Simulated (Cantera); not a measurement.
Mixture: CH₄ : CO : O₂ : N₂ = 1 : 0.38 : 2.77 : 15 (molar parts), at 63000 Pa, adiabatic and at constant pressure. Ignition delay is the time to a rise of 400 K.

Computed with Cantera and GRI-Mech 3.0 (53 species, 325 reactions).

**Question.** Predict: delay at 1323 K; delay at 1373 K; delay at 1423 K; delay at 1473 K; delay at 1523 K; delay at 1573 K; delay at 1623 K; apparent activation energy between 1523 and 1623 K.

**Answer.** 
```
Property                                                 Value
--------------------------------------------------  ----------
delay at 1323 K                                        15.6 ms
delay at 1373 K                                        8.23 ms
delay at 1423 K                                        4.55 ms
delay at 1473 K                                        2.64 ms
delay at 1523 K                                        1.61 ms
delay at 1573 K                                        1.03 ms
delay at 1623 K                                       0.689 ms
apparent activation energy between 1523 and 1623 K  170 kJ/mol
```
